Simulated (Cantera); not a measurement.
Feed: 1 mol SiO₂, 1.2 mol Al₂O₃, 4.9 mol N₂, equilibrated at 0.900 Torr.

Equilibrium computed with Cantera from the NASA thermochemical tables; the gas is ideal and each condensed phase is pure. Candidate condensed phases: Al, AlN, Al₂O₃, Al₂SiO₅, Al₆Si₂O₁₃, Si, SiO₂, Si₂N₂O, Si₃N₄; 23 gas species. Mutual solubility and eutectic melting of coexisting phases are not modelled. The tables hold silica as quartz up to 1696 K and as liquid above; real silica turns to tridymite and cristobalite and melts near 1996 K. Condensed phases not in the tables: alloys, solid solutions and most ternary compounds. Rates play no part.

What share of the Si ends up in condensed phases as a function of T (K), at 1775, 1800, 1825, 1850, 1875, 1900, 1925, 1950, 1975, 2000, 2025, 2050, 2075, 2100?


| T (K) | Si condensed (%) | as |
|---|---|---|
| 1775 | 99.9 | Al₆Si₂O₁₃(mullite) + SiO₂(condensed) |
| 1800 | 99.8 | Al₆Si₂O₁₃(mullite) + SiO₂(condensed) |
| 1825 | 99.8 | Al₆Si₂O₁₃(mullite) + SiO₂(condensed) |
| 1850 | 99.6 | Al₆Si₂O₁₃(mullite) + SiO₂(condensed) |
| 1875 | 99.4 | Al₆Si₂O₁₃(mullite) + SiO₂(condensed) |
| 1900 | 99.1 | Al₆Si₂O₁₃(mullite) + SiO₂(condensed) |
| 1925 | 98.7 | Al₆Si₂O₁₃(mullite) + SiO₂(condensed) |
| 1950 | 98.0 | Al₆Si₂O₁₃(mullite) + SiO₂(condensed) |
| 1975 | 97.0 | Al₆Si₂O₁₃(mullite) + SiO₂(condensed) |
| 2000 | 95.6 | Al₆Si₂O₁₃(mullite) + SiO₂(l) |
| 2025 | 93.5 | Al₆Si₂O₁₃(mullite) + SiO₂(l) |
| 2050 | 90.5 | Al₆Si₂O₁₃(mullite) + SiO₂(l) |
| 2075 | 86.2 | Al₆Si₂O₁₃(mullite) + SiO₂(l) |
| 2100 | 80.0 | Al₆Si₂O₁₃(mullite) + SiO₂(l) |
